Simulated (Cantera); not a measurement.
A perfectly stirred reactor is fed with 23.9 % CH4, 69.4 % H2O, 4.31 % H2, 2.39 % N2, at 5.80 bar; it is held at 1850 K, and followed from long to short residence time.

Model: GRI-Mech 3.0 (53 species, 325 reactions), integrated in Cantera.

x: mole fraction; the columns are a selection and need not sum to one.

```csv
τ (s),x CH4,x H2O,x H2,x C2H,x CH2O,x O2,x CH2
0.74,0.00730,0.304,0.516,5.64e-9,5.64e-7,4.18e-10,1.91e-8
0.32,0.0118,0.319,0.502,1.45e-8,8.58e-7,4.64e-10,3.47e-8
0.14,0.0177,0.342,0.480,3.21e-8,1.36e-6,5.44e-10,6.04e-8
0.059,[?],[?],0.446,[?],[?],6.86e-10,[?]
0.025,0.0357,0.425,0.403,1.05e-7,4.04e-6,9.23e-10,1.68e-7
0.011,0.0478,0.476,0.354,1.50e-7,6.95e-6,1.28e-9,2.52e-7
0.0047,0.0643,0.527,0.302,1.88e-7,1.20e-5,1.83e-9,3.56e-7
0.0020,[?],0.571,[?],2.03e-7,[?],[?],[?]
0.00086,0.113,0.607,0.203,1.88e-7,3.09e-5,3.55e-9,5.85e-7
0.00037,0.144,0.635,0.157,1.47e-7,4.51e-5,4.47e-9,7.03e-7
0.00016,0.175,0.658,0.115,9.22e-8,6.01e-5,4.79e-9,8.16e-7
```

What belongs in the gaps?


- 0.059, x CH4: 0.0257
- 0.059, x H2O: 0.378
- 0.059, x C2H: 6.29e-8
- 0.059, x CH2O: 2.31e-6
- 0.059, x CH2: 1.04e-7
- 0.0020, x CH4: 0.0861
- 0.0020, x H2: 0.251
- 0.0020, x CH2O: 1.98e-5
- 0.0020, x O2: 2.60e-9
- 0.0020, x CH2: 4.70e-7
